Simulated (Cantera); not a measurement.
An adiabatic, constant-pressure homogeneous reactor starts with 12.8 % CH4, 18.3 % O2, 68.8 % N2, at 1250 K and 140000 Pa.

Detailed kinetics in Cantera: GRI-Mech 3.0 (53 species, 325 reactions).

Q: Predict: time of steepest temperature rise; temperature at 0.400 s; equilibrium temperature; x(O2) at 0.400 s; x(CO) at 0.400 s; x(H2) at 0.400 s.

A: 
| Quantity | Result |
|---|---|
| time of steepest temperature rise | 20.7 ms |
| temperature at 0.400 s | 2629 K |
| equilibrium temperature | 2629 K |
| x(O2) at 0.400 s | 0.000779 (gas-phase equilibrium 0.000779) |
| x(CO) at 0.400 s | 0.0807 (gas-phase equilibrium 0.0807) |
| x(H2) at 0.400 s | 0.0567 (gas-phase equilibrium 0.0567) |
